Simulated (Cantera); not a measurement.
**Equilibrium for boron, boron nitride and boron oxide: borazine + O₂ + H₂**

Input: 1 mol borazine, 0.69 mol O₂, 0.27 mol H₂, at 1.35 Torr.

Equilibrium computed with Cantera from the NASA thermochemical tables; the gas is ideal and each condensed phase is pure. Candidate condensed phases: B, BN, B₂O₃, B₃O₃H₃, H₂O; 39 gas species. The feed counts by its element totals alone. Mutual solubility and eutectic melting of coexisting phases are not modelled. The tables' values for BH₂ are old estimates; treat these amounts as uncertain. Equilibrium is a limit: real reactors are often held back by kinetics, nucleation or transport.

```json
[
 {"T (K)": "1673", "x H₂": "0.701", "x N₂": "0.127", "x HBO": "0.0704", "x BO": "0.00467", "x B₂O₂": "0.0347", "x B₂O₃": "0.0482", "x H": "0.00225", "x HBO₂": "0.0121", "n BN(s)": "1.89", "n B(s)": "0"},
 {"T (K)": "1723", "x H₂": "0.680", "x N₂": "0.133", "x HBO": "0.0854", "x BO": "0.00866", "x B₂O₂": "0.0473", "x B₂O₃": "0.0343", "x H": "0.00354", "x HBO₂": "0.00788", "n BN(s)": "1.81", "n B(s)": "0"},
 {"T (K)": "1773", "x H₂": "0.661", "x N₂": "0.138", "x HBO": "0.0975", "x BO": "0.0148", "x B₂O₂": "0.0576", "x B₂O₃": "0.0215", "x H": "0.00545", "x HBO₂": "0.00476", "n BN(s)": "1.74", "n B(s)": "0"},
 {"T (K)": "1823", "x H₂": "0.644", "x N₂": "0.141", "x HBO": "0.106", "x BO": "0.0233", "x B₂O₂": "0.0631", "x B₂O₃": "0.0119", "x H": "0.00820", "x HBO₂": "0.00268", "n BN(s)": "1.69", "n B(s)": "0"},
 {"T (K)": "1873", "x H₂": "0.630", "x N₂": "0.142", "x HBO": "0.109", "x BO": "0.0346", "x B₂O₂": "0.0635", "x B₂O₃": "0.00603", "x H": "0.0121", "x HBO₂": "0.00143", "n BN(s)": "1.65", "n B(s)": "0"},
 {"T (K)": "1923", "x H₂": "0.618", "x N₂": "0.142", "x HBO": "0.110", "x BO": "0.0485", "x B₂O₂": "0.0598", "x B₂O₃": "0.00285", "x H": "0.0175", "x HBO₂": "0.000734", "n BN(s)": "1.64", "n B(s)": "0"},
 {"T (K)": "1973", "x H₂": "0.606", "x N₂": "0.141", "x HBO": "0.107", "x BO": "0.0650", "x B₂O₂": "0.0534", "x B₂O₃": "0.00128", "x H": "0.0248", "x HBO₂": "0.000368", "n BN(s)": "1.62", "n B(s)": "0"},
 {"T (K)": "2023", "x H₂": "0.593", "x N₂": "0.140", "x HBO": "0.101", "x BO": "0.0836", "x B₂O₂": "0.0455", "x B₂O₃": "0.000555", "x H": "0.0345", "x HBO₂": "0.000180", "n BN(s)": "1.62", "n B(s)": "0"},
 {"T (K)": "2073", "x H₂": "0.544", "x N₂": "0.187", "x HBO": "0.0872", "x BO": "0.0994", "x B₂O₂": "0.0343", "x B₂O₃": "0.000238", "x H": "0.0457", "x HBO₂": "9.02e-5", "n BN(s)": "0.997", "n B(s)": "0.612"}
]
```
x: gas mole fraction; n: condensed amount in mol.

From 1673 K to 2023 K the condensed part is BN(s). At 2073 K the condensed part is B(s) + BN(s). The main B-bearing gas is B₂O₃ at 1673 K and BO at 2073 K. The share of B in condensed phases is highest at 1673 K (62.9 %) and lowest at 2073 K (53.6 %).
